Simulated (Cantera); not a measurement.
Feed: 1 mol Fe, 0.95 mol H2S, 8.6 mol CO, held at 1400 K and 0.000520 bar.

Cantera equilibrium calculation (NASA polynomials, part measured and part estimated; ideal gas, pure solids and liquids). Metal and sulfide melt together well below either melting point, which pure phases cannot show. Mutual solubility and eutectic melting of coexisting phases are not modelled. FeS: taken at fixed stoichiometry. Rates play no part.

| species | before | after |
|---|---|---|
| CO | 0.894 | 0.882 |
| H2 | 0.0976 | 0.0947 |
| CO2 | 0.000144 | 0.0126 |
| H2O | 3.40e-5 | 0.00295 |
| Fe | 2.95e-5 | 2.95e-5 |
| CS2 | 0.000170 | 1.88e-6 |
| SO | 1.61e-7 | 1.44e-5 |
| H2S | 0.00107 | 0.00104 |
| SH | 0.000261 | 0.000257 |
| H | 6.66e-5 | 6.56e-5 |
| COS | 0.000321 | 0.000316 |
| Fe(γ), mol | 0.189 | 0.185 |
| FeS(s), mol | 0.811 | 0.814 |
Gas species are given as mole fractions.

Question: What was changed between the two runs?
A) temperature from 1400 K to 1098.15 K
B) pressure from 0.000520 bar to 0.00140 bar
C) 0.075 mol O2 added
D) pressure from 0.000520 bar to 0.00133 bar

Answer: C, 0.075 mol O2 added
